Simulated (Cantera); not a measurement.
Feed: 1 mol TEOS, 0.08 mol O₃, equilibrated at 1.00 bar.

These are equilibrium values from Cantera (NASA tables, ideal gas, pure condensed phases), not measurements of a reactor. Candidate condensed phases: C, C₆H₆, C₇H₈, C₈H₁₈, H₂O, Si, SiC, SiO₂; 123 gas species. The feed counts by its element totals alone. The tables hold silica as quartz up to 1696 K and as liquid above; real silica turns to tridymite and cristobalite and melts near 1996 K. Equilibrium is a limit: real reactors are often held back by kinetics, nucleation or transport.

Question: At 1327 °C, list the 7 most abundant gas species with their mole fractions, and the condensed phases.

Answer: H₂ 0.815, CO 0.183, CH₄ 0.00109, SiO 0.000160, H₂O 0.000131, H 4.91e-5, C₂H₂ (acetylene) 2.24e-5. Condensed: C(graphite) + SiO₂(β-quartz).
